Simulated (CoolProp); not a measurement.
Properties of CH2F2 (R32) along the isotherm 383.9 K (Tc = 351.3 K, pc = 5.783 MPa, ω = 0.277).

Model: reference Helmholtz-energy equation of state, Tillner-Roth 1997, in CoolProp.

```csv
p (MPa),phase,density (kg/m³),Joule-Thomson coefficient (K/MPa),expansivity (1/kK),viscosity (µPa s),Prandtl number,fugacity coefficient
0.00914,gas,0.1490,11.30,2.609,17.1,0.782,0.9996
0.0188,gas,0.3067,11.30,2.614,17.1,0.782,0.9991
0.0386,gas,0.6303,11.29,2.623,17.1,0.782,0.9981
0.0792,gas,1.296,11.28,2.642,17.1,0.783,0.9961
0.163,gas,2.678,11.27,2.681,17.1,0.783,0.9921
0.334,gas,5.535,11.24,2.764,17.1,0.784,0.9838
0.686,gas,11.57,11.17,2.945,17.1,0.787,0.9669
1.41,gas,24.73,11.03,3.366,17.2,0.799,0.9326
2.89,gas,55.43,10.71,4.504,17.5,0.844,0.8647
```

Viscosity comes from a separate model (Bell 2016), an estimate that may be off by 10 % or more. Thermal conductivity comes from a separate model (Huber 2003), an estimate that may be off by 10 % or more.
